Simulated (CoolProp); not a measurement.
Vapour-liquid equilibrium of CHF3 (R23) (1) + R125 (2) at 216.1 K; x and y are mole fractions of (1).

The numbers come from the multi-fluid Helmholtz-energy mixture model, Penoncello 2003 and Lemmon 2005; pair parameters Bell 2016 in CoolProp.

### Question
Give the bubble pressure and the first vapour's composition at x = 0.2, 0.575, 0.65. Is there an azeotrope?

### Answer
x = 0.2: 1.200 bar, y = 0.563; x = 0.575: 2.302 bar, y = 0.872; x = 0.65: 2.521 bar, y = 0.902. No azeotrope shows between x = 0.05 and 0.95.

The pair parameters rest on a limited set of measurements; away from them the model extrapolates.
